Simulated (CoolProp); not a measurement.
A single-stage vapour-compression cycle with the fluid: evaporating at 297.15 K (dew point), condensing at 352.15 K (bubble point), superheat 5 K, subcooling 5 K, compressor efficiency 0.75, no pressure losses. The same conditions are run with several fluids, on thermodynamics alone (safety and materials aside).

Computed with CoolProp (reference Helmholtz-energy equation of state of each fluid (R22: Kamei 1995; cyclopentane: Gedanitz 2015; neopentane: Lemmon 2006; c-C4F8 (RC318): Platzer 1990; isobutene: Lemmon 2005; the fluoroketone C6F12O (FK-5-1-12): McLinden 2015)). The equations of Platzer and Polt are older, rougher fits.

```
fluid                                cooling COP  pressure ratio  discharge temperature (K)  refrigerating effect (kJ/kg)  volumetric capacity (kJ/m³)
-----------------------------------  -----------  --------------  -------------------------  ----------------------------  ---------------------------
R22                                         2.76            3.54                      387.7                           [?]                         4930
cyclopentane                                3.51            6.03                      371.7                           [?]                          366
neopentane                                  3.00            4.34                      352.1                           189                          961
c-C4F8 (RC318)                               [?]            4.34                      352.1                          49.6                         1320
isobutene                                   3.13            4.05                      361.0                           [?]                         1740
the fluoroketone C6F12O (FK-5-1-12)          [?]            6.66                      352.2                           [?]                          217
```

Question: Fill in the missing entries.

Answer: 
- R22, refrigerating effect (kJ/kg): 118
- cyclopentane, refrigerating effect (kJ/kg): 317
- c-C4F8 (RC318), cooling COP: 2.43
- isobutene, refrigerating effect (kJ/kg): 242
- the fluoroketone C6F12O (FK-5-1-12), cooling COP: 2.47
- the fluoroketone C6F12O (FK-5-1-12), refrigerating effect (kJ/kg): 43.3

The compression ends wet for: neopentane; c-C4F8 (RC318); the fluoroketone C6F12O (FK-5-1-12).
